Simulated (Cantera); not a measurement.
Silicon epitaxy and polysilicon growth: SiH2Cl2 + Cl2 + H2

Input: 1 mol SiH2Cl2, 0.06 mol Cl2, 21 mol H2, equilibrated at 10000 Pa.

Cantera equilibrium calculation (NASA polynomials, part measured and part estimated; ideal gas, pure solids and liquids). Candidate condensed phases: Si; 19 gas species. The tables' values for SiCl3, SiCl are old estimates; treat these amounts as uncertain. Gases not in the tables: Si2H6 and higher silanes. Equilibrium is a limit: real reactors are often held back by kinetics, nucleation or transport.

From 1173 K to 1623 K the condensed part is Si(s). From 1698 K to 1773 K the condensed part is Si(l). The main Si-bearing gas is SiCl4 at 1173 K and SiCl2 at 1773 K. The share of Si in condensed phases is highest at 1398 K (67.3 %) and lowest at 1173 K (60.9 %).

```tsv
T (K)	x H2	x HCl	x SiCl2	x SiCl4	n Si(s)	n Si(l)
1173	0.945	0.0380	0.00347	0.00744	0.609	0
1248	0.935	0.0496	0.00660	0.00395	0.649	0
1323	0.928	0.0574	0.00971	0.00157	0.669	0
1398	0.925	0.0609	0.0118	0.000517	0.673	0
1473	0.924	0.0620	0.0131	0.000165	0.670	0
1548	0.923	0.0621	0.0139	5.53e-5	0.664	0
1623	0.923	0.0617	0.0144	2.01e-5	0.657	0
1698	0.923	0.0615	0.0147	7.91e-6	0	0.652
1773	0.922	0.0633	0.0140	3.35e-6	0	0.671
```
x: gas mole fraction; n: condensed amount in mol.
